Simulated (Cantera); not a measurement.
**SiCl4 + N2 + HCl (silicon epitaxy and polysilicon growth)**

Input: 1 mol SiCl4, 94 mol N2, 2.8 mol HCl, held at 0.133 bar.

Equilibrium computed with Cantera from the NASA thermochemical tables; the gas is ideal and each condensed phase is pure. Candidate condensed phases: NH4Cl, Si, Si3N4; 28 gas species. The tables' values for SiCl3 are old estimates; treat these amounts as uncertain. Rates play no part.

| T (K) | log p N2 | log p HCl | log p SiCl4 | log p Cl | log p SiCl3 | log p SiCl2 |
|---|---|---|---|---|---|---|
| 850 | -0.89 | -2.42 | -2.87 | -8.86 | -10.22 | <-12 |
| 950 | -0.89 | -2.42 | -2.87 | -7.79 | -8.74 | <-12 |
| 1050 | -0.89 | -2.42 | -2.87 | -6.95 | -7.53 | -10.93 |
| 1150 | -0.89 | -2.42 | -2.87 | -6.24 | -6.54 | -9.17 |
| 1250 | -0.89 | -2.42 | -2.87 | -5.61 | -5.74 | -7.76 |
| 1350 | -0.89 | -2.42 | -2.87 | -5.03 | -5.10 | -6.63 |
| 1450 | -0.89 | -2.42 | -2.87 | -4.51 | -4.58 | -5.72 |
| 1550 | -0.89 | -2.42 | -2.89 | -4.04 | -4.16 | -4.98 |
| 1650 | -0.89 | -2.42 | -2.93 | -3.62 | -3.82 | -4.36 |
| 1750 | -0.89 | -2.42 | -3.03 | -3.26 | -3.56 | -3.85 |
log p: log10 of the partial pressure in bar; nothing condenses.

From 850 K to 1750 K nothing is condensed. The main Si-bearing gas is SiCl4 throughout.
